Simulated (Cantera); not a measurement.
A Cantera script and what it prints.

```python
import numpy as np
import cantera as ct

gas_names = """
    H H2 Pb Pb2
""".split()
cond_names = """
    Pb(cr) Pb(L)
""".split()


# ... load() reads the species with a 1 bar reference pressure and builds the phases ...
atoms = {
    'Pb': {'Pb': 1},
    'H2': {'H': 2},
}
top_T = {}  # K; cautious upper limits of use, not melting points


# ... equilibrate(T, P, feed) seeds the gas with the atoms and calls Mixture.equilibrate('TP', solver="vcs", rtol=1e-11, max_steps=5000) ...
results = []
feed = {'Pb': 1, 'H2': 1.7}  # mol
P = 30  # Pa
for T in [600, 650, 700, 750, 800, 850, 900]:
    mix = equilibrate(T, P, feed)
    results.append((T, P, feed, dict(zip(mix.species_names, mix.species_moles))))

top = {s: max(r[3][s] / sum(r[3][g] for g in gas_names) for r in results) for s in gas_names}
cols = sorted((s for s in top if top[s] > 1e-05), key=lambda s: -top[s])[:5]
seen = [c for c in cond_names if any(r[3].get(c, 0) > 1e-12 for r in results)]
print("log10 of partial pressures in bar; condensed amounts in mol")
print(f"{'T/K':>10s}" + "".join(f"{s[:9]:>10s}" for s in cols + seen))
for T, P, feed, n in results:
    ng = sum(n[g] for g in gas_names)
    print(f"{T:10.4g}" + "".join(f"{np.log10(max(n[s] / ng * P / 1e5, 1e-99)):10.3f}" for s in cols)
          + "".join(f"{n.get(c, 0):10.4g}" for c in seen))
```

Result:

```
log10 of partial pressures in bar; condensed amounts in mol
       T/K        H2        Pb    Pb(cr)     Pb(L)
       600    -3.523   -11.287         1         0
       650    -3.523   -10.029         0         1
       700    -3.523    -8.953         0         1
       750    -3.523    -8.023         0    0.9999
       800    -3.523    -7.212         0    0.9997
       850    -3.523    -6.497         0    0.9982
       900    -3.525    -5.864         0    0.9922
```

Cantera equilibrium calculation (NASA polynomials, part measured and part estimated; ideal gas, pure solids and liquids).
